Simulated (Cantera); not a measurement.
An isothermal, constant-pressure homogeneous reactor starts with H2 : O2 : N2 = 0.7 : 1 : 0.87 (molar parts), at 925 K and 0.799 atm. Integrator tolerance rtol = 1e-08.

Detailed kinetics in Cantera: the H2/O2 subset of GRI-Mech 3.0, which has no nitrogen chemistry. Below about 950 K walls govern HO2 and H2O2 in real vessels. The temperature is held fixed by assumption; the heat of reaction is taken as removed at once.

Question: What does this change do: temperature 925 to 873 K?

Answer: 
| quantity | before | after |
|---|---|---|
| x(H2) at 1.00 s | 0.0607 (gas-phase equilibrium 5.09e-12) | 0.266 (gas-phase equilibrium <1e-12) |
| x(O2) at 1.00 s | 0.314 (gas-phase equilibrium 0.293) | 0.386 (gas-phase equilibrium 0.293) |
| x(H2O) at 1.00 s | 0.244 (gas-phase equilibrium 0.315) | 0.00654 (gas-phase equilibrium 0.315) |
| x(HO2) at 1.00 s | 6.48e-5 (gas-phase equilibrium 5.50e-10) | 3.21e-5 (gas-phase equilibrium 1.97e-10) |
| x(O) at 1.00 s | 1.02e-7 (gas-phase equilibrium 8.11e-12) | 1.46e-8 (gas-phase equilibrium 1.15e-12) |
| x(H) at 1.00 s | 1.33e-7 (gas-phase equilibrium <1e-12) | 6.29e-8 (gas-phase equilibrium <1e-12) |
